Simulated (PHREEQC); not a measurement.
0.046 g of hydrous ferric oxide (600 m²/g; 0.2 weak and 0.005 strong sites per Fe, Dzombak-Morel constants, diffuse double layer) in 1 kg of water with 0.05 mol/kgw of an inert sodium salt and 2.4e-07 mol/kgw MnCl2 and 4e-07 mol/kgw CaCl2, at 25 °C; the pH is set by adding NaOH or the inert anion's acid. No oxygen is let in. No CO2 enters from the air. Nothing may precipitate in this run.

The series has 17 steps of pH, from 3 to 11.

Computed with PHREEQC (ion-association model, wateq4f.dat).

### Question
Near which pH is half of the Mn sorbed, and on which side is more sorbed?

### Answer
Near pH 7.2, with more sorbed at higher pH.

### Question
Near which pH is half of the Ca sorbed, and on which side is more sorbed?

### Answer
Near pH 8.8, with more sorbed at higher pH.

The oxide is taken as insoluble; below pH 4 it would dissolve.
